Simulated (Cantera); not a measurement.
What does this Cantera script print?

```python
import numpy as np
import cantera as ct

gas = ct.Solution("gri30.yaml")
gas.TPX = 575, 101325, {'CH4': 1, 'C2H6': 0.046, 'O2': 1.44, 'N2': 10.8}
inlet = ct.Reservoir(gas, clone=True)
gas.equilibrate("HP")  # start burning
reactor = ct.IdealGasConstPressureReactor(gas, energy="on", clone=False)
exhaust = ct.Reservoir(gas, clone=True)
tau = [0.45, 0.15, 0.052, 0.018, 0.006, 0.002, 0.0007, 0.00024, 8.1e-05, 2.8e-05, 9.4e-06][0]
for a, b in ((inlet, reactor), (reactor, exhaust)):
    ct.MassFlowController(a, b, mdot=lambda t: reactor.mass / tau)
net = ct.ReactorNet([reactor])
show = ['CH4', 'C2H6', 'O2', 'NO', 'CH2CO', 'C2H2', 'HCO']

rows = []
print(f"{'tau/s':>10s}{'T/K':>9s}" + "".join(f"{s:>11s}" for s in show))
for tau in [0.45, 0.15, 0.052, 0.018, 0.006, 0.002, 0.0007, 0.00024, 8.1e-05, 2.8e-05, 9.4e-06]:
    net.initial_time = 0.0
    net.advance(30 * tau)
    before = gas.X
    net.advance(40 * tau)
    drift = np.max(np.abs(gas.X - before) / (gas.X + 1e-9))
    rows.append([gas.T, *gas[show].X, drift])
    print(f"{tau:10.3e}{gas.T:9.1f}" + "".join(f"{x:11.3e}" for x in gas[show].X))
```

It prints:

```
     tau/s      T/K        CH4       C2H6         O2         NO      CH2CO       C2H2        HCO
 4.500e-01   1608.9  4.827e-03  1.596e-05  8.212e-04  3.426e-07  2.843e-05  2.824e-03  6.824e-09
 1.500e-01   1599.4  5.109e-03  3.397e-05  1.637e-03  3.607e-07  5.053e-05  2.850e-03  1.822e-08
 5.200e-02   1579.9  5.541e-03  7.029e-05  3.215e-03  3.539e-07  7.876e-05  2.595e-03  5.242e-08
 1.800e-02   1532.5  6.946e-03  1.696e-04  7.281e-03  2.242e-07  1.281e-04  1.939e-03  1.755e-07
 6.000e-03    575.0  7.527e-02  3.462e-03  1.084e-01  1.346e-22  6.381e-18  1.476e-17  1.305e-31
 2.000e-03    575.0  7.527e-02  3.462e-03  1.084e-01  2.606e-26  1.236e-21  2.858e-21  3.870e-35
 7.000e-04    575.0  7.527e-02  3.462e-03  1.084e-01  1.122e-27  5.320e-23  1.230e-22  3.113e-36
 2.400e-04    575.0  7.527e-02  3.462e-03  1.084e-01  6.697e-29  3.176e-24  7.343e-24  4.043e-37
 8.100e-05    575.0  7.527e-02  3.462e-03  1.084e-01  4.230e-30  2.006e-25  4.639e-25  4.911e-38
 2.800e-05    575.0  7.527e-02  3.462e-03  1.084e-01  2.672e-31  1.267e-26  2.930e-26  5.911e-39
 9.400e-06    575.0  7.527e-02  3.462e-03  1.084e-01  1.688e-32  8.004e-28  1.851e-27  6.906e-40
```

Model: GRI-Mech 3.0 (53 species, 325 reactions), integrated in Cantera.
